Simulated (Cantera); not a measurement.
Input: 1 mol CHF₃, 0.64 mol H₂, held at 0.0190 bar.

These are equilibrium values from Cantera (NASA tables, ideal gas, pure condensed phases), not measurements of a reactor. Candidate condensed phases: C, C₆H₆, C₇H₈, C₈H₁₈; 95 gas species. Condensed phases not in the tables: fluorocarbon polymer. Gases not in the tables: C₂F₆ and larger saturated fluorocarbons. Kinetics and transport are ignored.

x: gas mole fraction; n: condensed amount in mol.

```tsv
T (K)	x HF	x CF₄	x CF₂	x F	x CF₃	n C(graphite)
725	0.927	0.0732	<1e-12	<1e-12	<1e-12	0.820
875	0.927	0.0732	8.19e-12	<1e-12	2.53e-11	0.820
1025	0.927	0.0732	2.43e-9	1.58e-10	2.51e-9	0.820
1175	0.927	0.0732	___	___	___	0.820
1325	0.927	0.0732	4.32e-6	7.02e-7	1.07e-6	0.820
1475	0.927	0.0731	5.73e-5	1.30e-5	8.73e-6	0.820
1625	0.927	0.0728	___	___	___	0.819
1775	0.925	0.0713	0.00263	0.00102	0.000194	0.817
```

Problem. Fill in the missing entries.

Solution. 
- 1175, x CF₂: 1.66e-7
- 1175, x F: 1.80e-8
- 1175, x CF₃: 7.67e-8
- 1625, x CF₂: 0.000467
- 1625, x F: 0.000141
- 1625, x CF₃: 4.79e-5
